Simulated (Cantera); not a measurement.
Input: 1 mol HF, 0.61 mol O2, 2.3 mol H2, held at 3350 K and 120 bar.

Equilibrium computed with Cantera from the NASA thermochemical tables; the gas is ideal and each condensed phase is pure. Candidate condensed phases: H2O; 22 gas species. The ideal-gas law is rough above about 30 bar. Rates play no part.

Base state: H2O 0.353, H2 0.317, HF 0.298, H 0.0213, OH 0.0100, O 0.000396, F 0.000218, O2 0.000171 (mole fractions); condensed: gas only.

Task: What changes in the equilibrium state with this change: O2 from 0.61 to 0.021 mol?

Result: 
```json
[
 {"species": "H2", "before": "0.317", "after": "0.659"},
 {"species": "HF", "before": "0.298", "after": "0.298"},
 {"species": "H", "before": "0.0213", "after": "0.0307"},
 {"species": "H2O", "before": "0.353", "after": "0.0123"},
 {"species": "OH", "before": "0.0100", "after": "0.000242"},
 {"species": "O2", "before": "0.000171", "after": "4.81e-8"},
 {"species": "O", "before": "0.000396", "after": "6.64e-6"}
]
```
